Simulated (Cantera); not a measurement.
An isothermal, constant-pressure homogeneous reactor starts with 87.7 % NO, 12.3 % N2, at 1600 K and 0.920 bar.

Cantera simulation using GRI-Mech 3.0 (53 species, 325 reactions); the numbers are that mechanism's predictions, not measurements.

Q: Predict: x(NO) at 2.00 s; x(NO2) at 2.00 s; x(O2) at 2.00 s; x(O) at 2.00 s; x(N2O) at 2.00 s; x(N2) at 2.00 s.

A: 
```json
{
  "x(NO) at 2.00 s": "0.797 (gas-phase equilibrium 0.00237)",
  "x(NO2) at 2.00 s": "0.00139 (gas-phase equilibrium 1.32e-5)",
  "x(O2) at 2.00 s": "0.0391 (gas-phase equilibrium 0.437)",
  "x(O) at 2.00 s": "3.30e-6 (gas-phase equilibrium 1.01e-5)",
  "x(N2O) at 2.00 s": "0.000229 (gas-phase equilibrium 1.14e-7)",
  "x(N2) at 2.00 s": "0.163 (gas-phase equilibrium 0.560)"
}
```
